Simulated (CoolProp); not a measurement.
Vapour-liquid equilibrium of dimethyl ether (1) + n-pentane (2) at 1.71 bar; x and y are mole fractions of (1).

The numbers come from the multi-fluid Helmholtz-energy mixture model, Wu 2011 and Thol 2019; pair parameters Bell 2016 in CoolProp.

Task: Give the bubble temperature and the first vapour's composition at x = 0.25, 0.55, 0.65. Is there an azeotrope?

Result: x = 0.25: 292.4 K, y = 0.762; x = 0.55: 270.8 K, y = 0.942; x = 0.65: 267.8 K, y = 0.957. No azeotrope shows between x = 0.05 and 0.95.

The pair parameters rest on a limited set of measurements; away from them the model extrapolates. The gap from Raoult's law changes sign with composition, which may be real or a fault of the pair parameters; it wasn't checked against measurements.
